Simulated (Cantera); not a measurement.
Input: 1 mol SiH4, 45 mol N2, held at 2098.15 K and 15.0 Pa.

Method: chemical equilibrium by Gibbs-energy minimisation in Cantera with the NASA 1993 tables (ideal gas, pure condensed phases). Candidate condensed phases: Si, Si3N4; 18 gas species. The tables' values for SiN are old estimates; treat these amounts as uncertain. Kinetics and transport are ignored.

Base state: N2 0.920, H 0.0374, H2 0.0222, Si 0.0204, SiN 4.98e-5, SiH 2.02e-5 (mole fractions); condensed: gas only.

**Question.** What changes in the equilibrium state with this change: pressure from 15.0 Pa to 8000 Pa?

**Answer.** 
| species | before | after |
|---|---|---|
| N2 | 0.920 | 0.955 |
| H2 | 0.0222 | 0.0413 |
| H | 0.0374 | 0.00221 |
| Si | 0.0204 | 0.00164 |
| Si2N | 1.40e-6 | 0.000113 |
| Si2 | 6.17e-6 | 2.12e-5 |
| SiH | 2.02e-5 | 5.12e-5 |
| SiN | 4.98e-5 | 9.41e-5 |
| Si(l), mol | 0 | 0.902 |

**Question.** What changes in the equilibrium state with this change: SiH4 replaced by Si2Cl6?

**Answer.** 
```tsv
species	before	after
N2	0.920	0.873
Cl	0	0.0880
Si	0.0204	0.0232
H	0.0374	0
H2	0.0222	0
SiCl2	0	0.0129
SiCl	0	0.00256
SiH	2.02e-5	0
SiCl3	0	1.24e-5
SiN	4.98e-5	5.54e-5
```
The feed counts by its element totals alone. The tables' values for SiCl, SiN, SiCl3 are old estimates; treat these amounts as uncertain.
